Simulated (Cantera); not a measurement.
An adiabatic, constant-pressure homogeneous reactor starts with 7.86 % C₂H₄, 15.7 % O₂, 59.1 % N₂, 17.3 % CO₂, at 1725 K and 1.58 atm.

Detailed kinetics in Cantera: GRI-Mech 3.0 (53 species, 325 reactions). GRI-Mech 3.0 was tuned for natural gas; its chemistry of ethylene as a main component is partial and can be far from experiment.

Task: Predict: time of steepest temperature rise; temperature at 5.00 s; equilibrium temperature; x(O₂) at 5.00 s; x(CO₂) at 5.00 s; x(HO₂) at 5.00 s.

Result: 
| Quantity | Value |
|---|---|
| time of steepest temperature rise | 11.1 µs |
| temperature at 5.00 s | 2737 K |
| equilibrium temperature | 2737 K |
| x(O₂) at 5.00 s | 0.00797 (gas-phase equilibrium 0.00797) |
| x(CO₂) at 5.00 s | 0.147 (gas-phase equilibrium 0.147) |
| x(HO₂) at 5.00 s | 2.61e-6 (gas-phase equilibrium 2.61e-6) |
